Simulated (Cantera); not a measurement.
A perfectly stirred reactor is fed with 5.62 % CH₄, 16.3 % O₂, 61.2 % N₂, 16.9 % CO₂, equivalence ratio 0.69, at 4.93 atm; it is adiabatic with a 800 K inlet, and is followed from long to short residence time, starting on the burning branch (τ in s: 0.22, 0.058, 0.015, 0.004, 0.0011, 0.00028, 7.4e-05, 2e-05, 5.1e-06).

Cantera simulation using GRI-Mech 3.0 (53 species, 325 reactions); the numbers are that mechanism's predictions, not measurements.

x: mole fraction; the columns are a selection and need not sum to one.

```
τ (s)    T (K)     x CH₄    x O₂  x CO₂    x CH₂   x HCN     x C₂H
-------  -----  --------  ------  -----  -------  ------  --------
0.22      1902   1.81e-6  0.0505  0.224  5.58e-9     [?]    <1e-12
0.058     1900   5.80e-6  0.0506  0.224  2.05e-8     [?]  1.08e-12
0.015     1895   1.64e-5  0.0509  0.223  7.36e-8     [?]  7.09e-12
0.0040    1883   4.16e-5  0.0515  0.222  2.39e-7     [?]  3.11e-11
0.0011    1859  0.000104  0.0529  0.219  6.97e-7     [?]  1.05e-10
0.00028   1806  0.000312  0.0563  0.211  1.97e-6     [?]  3.46e-10
7.4e-5     800    0.0562   0.163  0.169   <1e-12  <1e-12    <1e-12
2.0e-5     800    0.0562   0.163  0.169   <1e-12  <1e-12    <1e-12
5.1e-6     800    0.0562   0.163  0.169   <1e-12  <1e-12    <1e-12
```

Problem. Some entries are withheld; supply them.

Solution. 
- 0.22, x HCN: 9.79e-9
- 0.058, x HCN: 1.14e-8
- 0.015, x HCN: 1.55e-8
- 0.0040, x HCN: 2.52e-8
- 0.0011, x HCN: 4.48e-8
- 0.00028, x HCN: 9.06e-8
